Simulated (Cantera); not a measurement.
A closed system holds: 1 mol MgO, 0.2 mol C, 0.088 mol H2, at 0.320 bar.

Equilibrium computed with Cantera from the NASA thermochemical tables; the gas is ideal and each condensed phase is pure. Candidate condensed phases: C, C6H6, C7H8, C8H18, H2O, Mg, MgCO3, MgO, Mg(OH)2; 116 gas species. Kinetics and transport are ignored.

Which condensed phases are stable at each of these points (T (°C)): 1327, 1427, 1527, 1627, 1727, 1827, 1927, 2027, 2127, 2227?


| T (°C) | condensed phases | Mg condensed (%) |
|---|---|---|
| 1327 | C(graphite) + MgO(s) | 99.9 |
| 1427 | C(graphite) + MgO(s) | 99.6 |
| 1527 | C(graphite) + MgO(s) | 98.2 |
| 1627 | MgO(s) | 80.0 |
| 1727 | MgO(s) | 80.0 |
| 1827 | MgO(s) | 80.0 |
| 1927 | MgO(s) | 80.0 |
| 2027 | MgO(s) | 79.9 |
| 2127 | MgO(s) | 79.8 |
| 2227 | MgO(s) | 79.6 |

From 1327 °C to 1527 °C the condensed part is C(graphite) + MgO(s). From 1627 °C to 2227 °C the condensed part is MgO(s).
